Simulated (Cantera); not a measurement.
**Equilibrium for boron, boron nitride and boron oxide: B₂O₃ + H₂**

Feed: 1 mol B₂O₃, 11 mol H₂, at 63000 Pa.

These are equilibrium values from Cantera (NASA tables, ideal gas, pure condensed phases), not measurements of a reactor. Candidate condensed phases: B, B₂O₃, B₃O₃H₃, H₂O; 23 gas species. Gases not in the tables: H₃BO₃. Equilibrium is a limit: real reactors are often held back by kinetics, nucleation or transport.

```csv
T (K),x H₂,x HBO,x HBO₂,x H₂O,x B₂O₃,x H,x B₂O₂,n B₂O₃(l)
1348,1.000,0.000135,6.45e-5,9.13e-5,1.06e-6,2.91e-6,2.15e-7,0.998
1398,0.999,0.000273,0.000135,0.000136,3.64e-6,5.96e-6,7.50e-7,0.997
1448,0.999,0.000520,0.000269,0.000202,1.14e-5,1.16e-5,2.34e-6,0.995
1498,0.998,0.000938,0.000517,0.000297,3.31e-5,2.16e-5,6.60e-6,0.991
1548,0.997,0.00161,0.000956,0.000430,8.90e-5,3.87e-5,1.72e-5,0.984
1598,0.995,0.00267,0.00170,0.000612,0.000225,6.69e-5,4.16e-5,0.972
1648,0.991,0.00426,0.00292,0.000856,0.000534,0.000112,9.49e-5,0.952
```
x: gas mole fraction; n: condensed amount in mol.

From 1348 K to 1648 K the condensed part is B₂O₃(l). The share of B in condensed phases is highest at 1348 K (99.8 %) and lowest at 1648 K (95.2 %).
